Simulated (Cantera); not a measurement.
Charge: 1 mol AlN, 0.32 mol Cl2, held at 1173 K and 0.540 bar.

Equilibrium computed with Cantera from the NASA thermochemical tables; the gas is ideal and each condensed phase is pure. Candidate condensed phases: Al, AlCl3, AlN; 11 gas species. The tables' values for AlCl2 are old estimates; treat these amounts as uncertain. Rates play no part.

Base state: AlCl3 0.662, N2 0.334, Al2Cl6 0.00314, AlCl2 6.68e-5 (mole fractions); condensed: AlN(s).

Problem. What changes in the equilibrium state with this change: temperature from 1173 K to 1398 K?

Solution. 
```csv
species,before,after
AlCl3,0.662,0.664
N2,0.334,0.334
AlCl2,6.68e-5,0.00210
Al2Cl6,0.00314,0.000509
AlCl,2.57e-7,7.83e-5
"AlN(s), mol",0.787,0.786
```
